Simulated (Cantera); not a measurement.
A freely propagating, adiabatic, planar premixed flame of H2 : O2 : N2 : H2O = 1 : 0.263 : 0.989 : 0.18 (molar parts), equivalence ratio 1.9, unburnt at 625 K and 9.87 atm; mixture-averaged transport, grid criteria slope 0.08 and curve 0.16, no radiation.

Computed with Cantera and the H2/O2 subset of GRI-Mech 3.0, which has no nitrogen chemistry. The hydrogen kinetics of GRI-Mech 3.0 are dated; newer H2 mechanisms differ, most at raised pressure. Burning velocities carry a grid error of a few per cent, more on coarse grids.

### Question
What does this change do: O2 0.263 to 0.21 parts?

### Answer
```tsv
quantity	before	after
laminar burning velocity	676 cm/s	427 cm/s
thermal thickness	0.0239 mm	0.0287 mm
peak x(O)	0.00131	0.000466
peak x(OH)	0.00420	0.00123
peak x(HO2)	0.00153	0.00118
```

### Question
What does this change do: inlet temperature 625 to 425 K?

### Answer
```json
[
 {"quantity": "laminar burning velocity", "before": "676 cm/s", "after": "288 cm/s"},
 {"quantity": "thermal thickness", "before": "0.0239 mm", "after": "0.0238 mm"},
 {"quantity": "peak x(O)", "before": "0.00131", "after": "0.000755"},
 {"quantity": "peak x(OH)", "before": "0.00420", "after": "0.00240"},
 {"quantity": "peak x(HO2)", "before": "0.00153", "after": "0.00161"}
]
```
